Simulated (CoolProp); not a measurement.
Vapour-liquid equilibrium of carbon dioxide (1) + R227EA (2) at -3.55 °C; x and y are mole fractions of (1).

Model: multi-fluid Helmholtz-energy mixture model, Span 1996 and Lemmon 2016; pair parameters Bell 2016, in CoolProp.

```
x     bubble pressure, mixture model (bar)  bubble pressure, Raoult's law (bar)  y, mixture model  y, Raoult's law
----  ------------------------------------  -----------------------------------  ----------------  ---------------
0.05                                     ?                                3.206             0.412            0.494
0.2                                      ?                                7.704             0.759            0.823
0.35                                 10.45                                12.20             0.862            0.909
0.5                                      ?                                16.70                 ?            0.949
0.65                                 18.88                                21.19             0.946            0.972
0.8                                  23.83                                25.69                 ?            0.987
0.95                                     ?                                30.19             0.993            0.997
```

Complete the blanks.


- 0.05, bubble pressure, mixture model (bar): 2.875
- 0.2, bubble pressure, mixture model (bar): 6.575
- 0.5, bubble pressure, mixture model (bar): 14.50
- 0.5, y, mixture model: 0.913
- 0.8, y, mixture model: 0.971
- 0.95, bubble pressure, mixture model (bar): 29.59

The largest gap from Raoult's law is -14.7 % in bubble pressure, at x = 0.2. No azeotrope shows between x = 0.05 and 0.95.

The pair parameters rest on a limited set of measurements; away from them the model extrapolates.
